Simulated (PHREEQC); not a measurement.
## Metal-bearing waste water (model solution)

A solution holds 4.8 mmol/kgw MnSO4, 1 mmol/kgw H2SO4 and 0.54 mmol/kgw NaCl, at 25 °C. Closed to the air; pH follows from the charge balance.

Model: ion-association model, phreeqc.dat, run in PHREEQC.

Precipitation was switched off in this run.

**Question.** What pH does the model give?

**Answer.** pH 2.85.

**Question.** In which forms is Na present?

**Answer.** Na+ 99 %, NaSO4- 1.3 % of the Na.

Species that the database lacks are ignored.
